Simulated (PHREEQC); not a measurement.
Synthetic water in mg/L, 25 °C, pH 6.8, pe -2:

```tsv
constituent	mg/L
Na	117
K	78.5
Ca	115
Mg	170
Cl	369
S(6) as SO4	481
Alkalinity as HCO3	439
Li	0.0623
```

Valence states are taken as typed.

All values are PHREEQC results (ion-association model, phreeqc.dat), not measurements.

```json
{
 "ionic_strength": "0.0351 mol/kgw",
 "specific_conductance": "2450 µS/cm",
 "charge_balance_error": "-1.7 %"
}
```

| species | molality | activity | log γ |
|---|---|---|---|
| Cl- | 0.0104 | 0.00872 | -0.077 |
| HCO3- | 0.00683 | 0.00579 | -0.072 |
| Mg+2 | 0.00558 | 0.00294 | -0.278 |
| Na+ | 0.00504 | 0.00426 | -0.073 |
| SO4-2 | 0.00339 | 0.00173 | -0.294 |
| Ca+2 | 0.00239 | 0.00123 | -0.286 |
| CO2 | 0.00205 | 0.00206 | 0.004 |
| K+ | 0.00199 | 0.00166 | -0.078 |
| MgSO4 | 0.00118 | 0.00119 | 0.004 |
| CaSO4 | 0.000376 | 0.000379 | 0.004 |
| MgHCO3+ | 0.000237 | 0.000199 | -0.077 |
| CaHCO3+ | 0.000107 | 9.12e-5 | -0.070 |
| NaSO4- | 4.34e-5 | 3.68e-5 | -0.072 |
| KSO4- | 2.38e-5 | 2.01e-5 | -0.072 |
| NaHCO3 | 1.37e-5 | 1.38e-5 | 0.004 |

No solid was allowed to form. Complexes and solids missing from the database can't appear.
